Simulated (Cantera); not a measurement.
A closed system holds: 1 mol SiC, 1.2 mol H2, held at 2652 °C and 1 atm.

Method: chemical equilibrium by Gibbs-energy minimisation in Cantera with the NASA 1993 tables (ideal gas, pure condensed phases). Candidate condensed phases: C, C6H6, C7H8, C8H18, Si, SiC; 87 gas species. Gases not in the tables: Si2H6 and higher silanes. Equilibrium is a limit: real reactors are often held back by kinetics, nucleation or transport.

Base state: H2 0.765, H 0.108, Si 0.0484, C2H2 (acetylene) 0.0255, SiC2 0.0235, Si2C 0.0173, SiH 0.00646, SiH2 0.00197 (mole fractions); condensed: SiC(s).

What changes in the equilibrium state with this change: temperature from 2652 °C to 1927 °C?


| species | before | after |
|---|---|---|
| H2 | 0.765 | 0.994 |
| H | 0.108 | 0.00558 |
| Si | 0.0484 | 0.000160 |
| SiC2 | 0.0235 | 9.14e-7 |
| Si2C | 0.0173 | 9.41e-6 |
| C2H2 (acetylene) | 0.0255 | 0.000151 |
| C3 | 7.41e-5 | <1e-9 |
| C4H2 | 0.000353 | 9.34e-9 |
| SiC | 0.000113 | 3.14e-9 |
| C | 1.97e-5 | <1e-9 |
| C2H | 0.000555 | 2.94e-8 |
| SiC(s), mol | 0.833 | 1.000 |
